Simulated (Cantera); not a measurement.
**Silicon etching in halogen gases: Si + HBr**

Input: 1 mol Si, 4 mol HBr, equilibrated at 3.60e-5 bar.

Cantera equilibrium calculation (NASA polynomials, part measured and part estimated; ideal gas, pure solids and liquids). Candidate condensed phases: Br₂, Si; 19 gas species. The tables' values for SiBr₃, SiBr are old estimates; treat these amounts as uncertain. Rates play no part.

```
T (K)  x HBr   x H₂  x SiBr₂    x Br   x SiBr₄   x SiBr₃       x H    x SiBr
-----  -----  -----  -------  ------  --------  --------  --------  --------
1198   0.466  0.270    0.236  0.0119   0.00960   0.00574   1.65e-5   3.69e-6
1223   0.467  0.266    0.240  0.0165   0.00563   0.00473   2.59e-5   6.18e-6
1248   0.464  0.265    0.241  0.0222   0.00327   0.00385   4.01e-5   1.02e-5
1273   0.458  0.265    0.242  0.0292   0.00190   0.00312   6.12e-5   1.66e-5
1298   0.449  0.267    0.242  0.0377   0.00110   0.00252   9.23e-5   2.68e-5
1323   0.438  0.270    0.242  0.0478  0.000637   0.00202  0.000137   4.27e-5
1348   0.424  0.274    0.241  0.0595  0.000369   0.00162  0.000202   6.73e-5
1373   0.408  0.278    0.239  0.0728  0.000214   0.00130  0.000293  0.000105
1398   0.389  0.283    0.238  0.0877  0.000124   0.00104  0.000420  0.000163
1423   0.369  0.289    0.236   0.104   7.19e-5  0.000825  0.000595  0.000250
```
x: gas mole fraction; nothing condenses.

From 1198 K to 1423 K nothing is condensed. The main Si-bearing gas is SiBr₂ throughout.
